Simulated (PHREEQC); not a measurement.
# Brackish or sea water (model solution)

Model water analysis in mmol/kgw, 25 °C, pH 8.13, pe 1.9: Na 79.7; K 26.6; Ca 0.716; Mg 6.5; Cl 115; S(6) 2.07; Alkalinity (meq/kgw) 0.173; Si 1.5; N(-3) 1.85.

Cl is adjusted to close the charge balance.
Valence states are taken as typed.

Equilibrium calculation in PHREEQC: ion-association model, phreeqc.dat.

```json
{
 "ionic_strength": "0.130 mol/kgw",
 "specific_conductance": "13000 µS/cm",
 "density": "1.002 g/cm³"
}
```

```csv
species,molality,activity,log γ
Cl-,0.118,0.0884,-0.126
Na+,0.0795,0.0612,-0.113
K+,0.0265,0.0197,-0.128
Mg+2,0.00623,0.00237,-0.419
NH4+,0.00175,0.00126,-0.142
SO4-2,0.00148,0.000503,-0.467
H4SiO4,0.00146,0.00150,0.013
Ca+2,0.000694,0.000252,-0.441
MgSO4,0.000271,0.000280,0.013
NaSO4-,0.000200,0.000154,-0.112
NH3,9.39e-5,9.68e-5,0.013
KSO4-,9.04e-5,6.98e-5,-0.112
```

Precipitation was switched off in this run. The solution is supersaturated, for example in Quartz (slow to form), Chalcedony (slow to form), so a real one may precipitate; this is no full list. Complexes and solids missing from the database can't appear.
